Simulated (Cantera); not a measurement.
Input (Python, Cantera) and output of one run.

```python
import numpy as np
import cantera as ct

gas_names = """
    O2
""".split()
cond_names = """
    TaC(s) TaC(L) C(gr) Ta2O5(s) Ta2O5(L)
""".split()


def load(file, names, dense=False):
    # The tables refer to 1 bar. Condensed volumes are neglected.
    table = {s.name: s for s in ct.Species.list_from_file(file)}
    out = []
    for n in names:
        d = dict(table[n].input_data)
        d["thermo"] = dict(d["thermo"], **{"reference-pressure": 1e5})
        if dense:
            d["equation-of-state"] = {"model": "constant-volume", "density": "1e6 g/cm^3"}
        out.append(ct.Species.from_dict(d))
    return out


species = {s.name: s for s in load("nasa_gas.yaml", gas_names) + load("nasa_condensed.yaml", cond_names)}
# Each term lists the table entries of one substance; the one whose range holds T is used.
reactions = {
    '5 O2(g) + 4 TaC = 4 C + 2 Ta2O5':
        [(-5, ['O2']), (-4, ['TaC(s)', 'TaC(L)']), (4, ['C(gr)']), (2, ['Ta2O5(s)', 'Ta2O5(L)'])],
}


def pick(names, T):
    return next(species[n] for n in names if species[n].thermo.min_temp <= T <= species[n].thermo.max_temp)


results = []
for label, terms in reactions.items():
    print(label)
    print("     T/K   dH/kJ  dS/(J/K)   dG/kJ   log10 K")
    for T in [300, 1223, 1273, 1323, 1373, 1423, 1473, 1523, 1573, 1623]:
        used = [(nu, pick(names, T)) for nu, names in terms]
        dH = sum(nu * s.thermo.h(T) for nu, s in used) / 1e6
        dS = sum(nu * s.thermo.s(T) for nu, s in used) / 1e3
        dG = dH - T * dS / 1e3
        logK = -dG * 1e6 / (ct.gas_constant * T * np.log(10))
        results.append((label, T, dH, dS, dG, logK, [s.name for _, s in used]))
        print(f"{T:8g} {dH:8.1f} {dS:8.1f} {dG:8.1f} {logK:8.2f}")
```

Result:

```
5 O2(g) + 4 TaC = 4 C + 2 Ta2O5
     T/K   dH/kJ  dS/(J/K)   dG/kJ   log10 K
     300  -3515.6   -885.9  -3249.8   565.83
    1223  -3464.0   -818.6  -2462.9   105.19
    1273  -3460.2   -815.5  -2422.0    99.38
    1323  -3456.4   -812.6  -2381.3    94.02
    1373  -3452.6   -809.7  -2340.8    89.05
    1423  -3448.7   -807.0  -2300.4    84.44
    1473  -3444.9   -804.4  -2260.1    80.14
    1523  -3441.1   -801.8  -2219.9    76.14
    1573  -3437.2   -799.3  -2179.9    72.39
    1623  -3433.4   -796.9  -2140.0    68.87
```

Cantera with NASA thermochemical tables; ideal gases at 1 bar, condensed phases pure. TaC: taken at fixed stoichiometry. Condensed species are held in their standard states even where they would react or evaporate.
